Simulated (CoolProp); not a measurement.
A closed Brayton cycle with nitrogen: compressor inlet 318.15 K and 0.85 MPa, high pressure 2.84 MPa, turbine inlet 970 K, compressor efficiency 0.8, turbine efficiency 0.93, recuperator effectiveness 0 (on enthalpy, no pinch check). Each further row changes one setting.

Computed with CoolProp (reference Helmholtz-energy equation of state, Span 2000).

| case | thermal efficiency (%) | net work (kJ/kg) | compressor to turbine work | compressor exit (K) | turbine exit (K) |
|---|---|---|---|---|---|
| as stated | 19.9 | 108 | 0.61 | 481.4 | 725.3 |
| turbine inlet 920 K | 19.2 | 93.4 | 0.65 | 481.4 | 686.0 |
| compressor inlet 328.15 K | 19.5 | 103 | 0.63 | 496.3 | 725.3 |
| high pressure 2.41 MPa | 17.9 | 102 | 0.59 | 455.9 | 754.9 |
| recuperator effectiveness 0.5 | 26.3 | 108 | 0.61 | 481.4 | 725.3 |
